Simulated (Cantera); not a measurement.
A Cantera script and its output.

```python
import numpy as np
import cantera as ct

gas = ct.Solution("gri30.yaml")
gas.TPX = 1275, 500000, {'CH4': 1, 'H2O': 0.45}
inlet = ct.Reservoir(gas, clone=True)

reactor = ct.IdealGasConstPressureReactor(gas, energy="off", clone=False)
exhaust = ct.Reservoir(gas, clone=True)
tau = [9.9, 4.4, 2, 0.9, 0.4, 0.18, 0.081, 0.036, 0.016, 0.0073, 0.0033][0]
for a, b in ((inlet, reactor), (reactor, exhaust)):
    ct.MassFlowController(a, b, mdot=lambda t: reactor.mass / tau)
net = ct.ReactorNet([reactor])
show = ['CH4', 'H2O', 'O', 'C2H', 'H2', 'HO2', 'HCO']

rows = []
print(f"{'tau/s':>10s}{'T/K':>9s}" + "".join(f"{s:>11s}" for s in show))
for tau in [9.9, 4.4, 2, 0.9, 0.4, 0.18, 0.081, 0.036, 0.016, 0.0073, 0.0033]:
    net.initial_time = 0.0
    net.advance(30 * tau)
    before = gas.X
    net.advance(40 * tau)
    drift = np.max(np.abs(gas.X - before) / (gas.X + 1e-9))
    rows.append([gas.T, *gas[show].X, drift])
    print(f"{tau:10.3e}{gas.T:9.1f}" + "".join(f"{x:11.3e}" for x in gas[show].X))
```

Output:

```
     tau/s      T/K        CH4        H2O          O        C2H         H2        HO2        HCO
 9.900e+00   1275.0  5.829e-01  2.944e-01  7.179e-16  2.475e-12  8.593e-02  5.056e-19  1.008e-12
 4.400e+00   1275.0  6.311e-01  3.015e-01  5.625e-16  1.372e-12  4.760e-02  3.059e-19  3.899e-13
 2.000e+00   1275.0  6.608e-01  3.061e-01  5.833e-16  6.678e-13  2.332e-02  2.858e-19  2.831e-13
 9.000e-01   1275.0  6.767e-01  3.086e-01  6.132e-16  2.291e-13  1.013e-02  2.830e-19  2.424e-13
 4.000e-01   1275.0  6.842e-01  3.097e-01  5.964e-16  5.125e-14  3.987e-03  2.595e-19  1.952e-13
 1.800e-01   1275.0  6.874e-01  3.102e-01  5.297e-16  8.016e-15  1.518e-03  2.142e-19  1.303e-13
 8.100e-02   1275.0  6.887e-01  3.103e-01  4.358e-16  8.979e-16  5.697e-04  1.606e-19  6.488e-14
 3.600e-02   1275.0  6.893e-01  3.103e-01  3.509e-16  7.977e-17  2.185e-04  1.174e-19  2.417e-14
 1.600e-02   1275.0  6.895e-01  3.103e-01  2.955e-16  7.093e-18  8.903e-05  9.157e-20  7.917e-15
 7.300e-03   1275.0  6.896e-01  3.103e-01  2.625e-16  7.625e-19  3.893e-05  7.712e-20  2.710e-15
 3.300e-03   1275.0  6.896e-01  3.103e-01  2.355e-16  9.016e-20  1.721e-05  6.573e-20  9.482e-16
```

Model: GRI-Mech 3.0 (53 species, 325 reactions), integrated in Cantera. GRI-Mech 3.0 stops at C3 and has no aromatics, soot or wall deposition, so with more carbon than oxygen in the feed, carbon stays in small species such as C2H2 where larger ones or solid carbon would form.
